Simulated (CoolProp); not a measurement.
Computed with CoolProp (reference Helmholtz-energy equation of state, Zhou 2012).

Q: Give the vapour pressure (MPa), liquid density (kg/m³), enthalpy of vaporisation (kJ/kg), liquid cp (kJ/(kg K)) of saturated o-xylene at 416.3, 439.7, 556.6 K.

A: 
```
T (K)  p (MPa)  liquid density (kg/m³)  enthalpy of vaporisation (kJ/kg)  liquid cp (kJ/(kg K))
-----  -------  ----------------------  --------------------------------  ---------------------
416.3   0.0981                     771                               343                   2.17
439.7    0.176                     747                               328                   2.26
556.6     1.46                     599                               226                   2.85
```
